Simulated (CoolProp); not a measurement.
R245fa along the isotherm 375.5 K: Z from the reference equation and from simpler models built on Tc = 427.0 K, pc = 36.51 bar, ω = 0.378; each cubic takes its own stable root.

Values from CoolProp's reference Helmholtz-energy equation of state, Akasaka 2015.

```json
[
 {"p (bar)": "0.289", "phase": "gas", "reference": "0.9958", "Soave-Redlich-Kwong": "0.9958", "Peng-Robinson": "0.9955"},
 {"p (bar)": "0.466", "phase": "gas", "reference": "0.9932", "Soave-Redlich-Kwong": "0.9932", "Peng-Robinson": "0.9927"},
 {"p (bar)": "0.753", "phase": "gas", "reference": "0.9889", "Soave-Redlich-Kwong": "0.9890", "Peng-Robinson": "0.9881"},
 {"p (bar)": "1.22", "phase": "gas", "reference": "0.9819", "Soave-Redlich-Kwong": "0.9821", "Peng-Robinson": "0.9806"},
 {"p (bar)": "1.97", "phase": "gas", "reference": "0.9704", "Soave-Redlich-Kwong": "0.9708", "Peng-Robinson": "0.9685"},
 {"p (bar)": "3.18", "phase": "gas", "reference": "0.9514", "Soave-Redlich-Kwong": "___", "Peng-Robinson": "0.9485"},
 {"p (bar)": "5.13", "phase": "gas", "reference": "0.9190", "Soave-Redlich-Kwong": "0.9210", "Peng-Robinson": "0.9150"},
 {"p (bar)": "8.29", "phase": "gas", "reference": "0.8610", "Soave-Redlich-Kwong": "0.8662", "Peng-Robinson": "0.8566"},
 {"p (bar)": "21.6", "phase": "liquid", "reference": "0.08481", "Soave-Redlich-Kwong": "0.09778", "Peng-Robinson": "___"},
 {"p (bar)": "35", "phase": "liquid", "reference": "0.1357", "Soave-Redlich-Kwong": "___", "Peng-Robinson": "0.1367"},
 {"p (bar)": "56.5", "phase": "liquid", "reference": "___", "Soave-Redlich-Kwong": "0.2420", "Peng-Robinson": "0.2145"},
 {"p (bar)": "91.3", "phase": "liquid", "reference": "0.3401", "Soave-Redlich-Kwong": "0.3763", "Peng-Robinson": "0.3344"}
]
```

Question: Some entries are withheld; supply them.

Answer: 
- 3.18, Soave-Redlich-Kwong: 0.9522
- 21.6, Peng-Robinson: 0.08629
- 35, Soave-Redlich-Kwong: 0.1546
- 56.5, reference: 0.2153
